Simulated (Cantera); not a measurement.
## Reactions in the system Ba-F-H-O

Source: NASA polynomial tables (part measured, part estimated), evaluated in Cantera. Values are per mole of reaction as written; species without (g) are pure solids or liquids, kept so even where they would boil at 1 bar.

H₂(g) + H₂O₂(g) + 2 BaF₂ → 2 BaO + 4 HF(g)

| T (K) | ΔH° (kJ) | ΔS° (J/K) | ΔG° (kJ) | log10 K | condensed phases |
|---|---|---|---|---|---|
| 1350 | 317.2 | 229.1 | 7.9 | -0.31 | BaF₂(s), BaO(s) |
| 1425 | 309.5 | 223.5 | -9.0 | 0.33 | BaF₂(s), BaO(s) |
| 1500 | 298.5 | 216.0 | -25.6 | 0.89 | BaF₂(s), BaO(s) |
| 1575 | 293.6 | 212.8 | -41.6 | 1.38 | BaF₂(s), BaO(s) |
| 1650 | 242.1 | 181.4 | -57.2 | 1.81 | BaF₂(l), BaO(s) |
| 1725 | 238.5 | 179.3 | -70.8 | 2.14 | BaF₂(l), BaO(s) |
| 1800 | 235.0 | 177.3 | -84.1 | 2.44 | BaF₂(l), BaO(s) |
| 1875 | 231.6 | 175.4 | -97.4 | 2.71 | BaF₂(l), BaO(s) |
| 1950 | 228.2 | 173.7 | -110.5 | 2.96 | BaF₂(l), BaO(s) |
| 2025 | 225.0 | 172.0 | -123.4 | 3.18 | BaF₂(l), BaO(s) |
| 2100 | 221.8 | 170.5 | -136.3 | 3.39 | BaF₂(l), BaO(s) |

2 Ba(OH)₂ → O₂(g) + 4 H(g) + 2 BaO

| T (K) | ΔH° (kJ) | ΔS° (J/K) | ΔG° (kJ) | log10 K |
|---|---|---|---|---|
| 1350 | 1595.2 | 498.0 | 922.9 | -35.71 |
| 1425 | 1592.0 | 495.7 | 885.6 | -32.46 |
| 1500 | 1589.0 | 493.6 | 848.5 | -29.55 |
| 1575 | 1586.0 | 491.7 | 811.6 | -26.92 |
| 1650 | 1583.0 | 489.9 | 774.8 | -24.53 |
| 1725 | 1580.2 | 488.2 | 738.1 | -22.35 |
| 1800 | 1577.5 | 486.6 | 701.6 | -20.36 |
| 1875 | 1574.9 | 485.2 | 665.1 | -18.53 |
| 1950 | 1572.3 | 483.9 | 628.8 | -16.84 |
| 2025 | 1569.9 | 482.6 | 592.5 | -15.28 |
| 2100 | 1567.5 | 481.5 | 556.4 | -13.84 |
